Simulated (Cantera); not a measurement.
Charge: 1 mol SiC, 0.91 mol H2O, 2.6 mol H2, held at 1700 °C and 101000 Pa.

Method: chemical equilibrium by Gibbs-energy minimisation in Cantera with the NASA 1993 tables (ideal gas, pure condensed phases). Candidate condensed phases: C, C6H6, C7H8, C8H18, H2O, Si, SiC, SiO2; 123 gas species. Gases not in the tables: Si2H6 and higher silanes. The numbers say what is thermodynamically allowed, not how fast it happens.

Base state: H2 0.793, CO 0.103, SiO 0.103, H 0.00119, H2O 0.000116, SiH2 3.82e-5, CH4 2.72e-5, Si 1.65e-5 (mole fractions); condensed: SiC(s).

Q: What changes in the equilibrium state with this change: H2O from 0.91 to 4.1 mol?

A: 
| species | before | after |
|---|---|---|
| H2 | 0.793 | 0.731 |
| H2O | 0.000116 | 0.138 |
| CO | 0.103 | 0.125 |
| SiO | 0.103 | 0.000246 |
| SiH2 | 3.82e-5 | <1e-9 |
| Si | 1.65e-5 | <1e-9 |
| SiH | 1.07e-5 | <1e-9 |
| SiC(s), mol | 0.545 | 0 |
| SiO2(condensed), mol | 0 | 0.998 |
The tables hold silica as quartz up to 1696 K and as liquid above; real silica turns to tridymite and cristobalite and melts near 1996 K. Gases not in the tables: Si(OH)4.
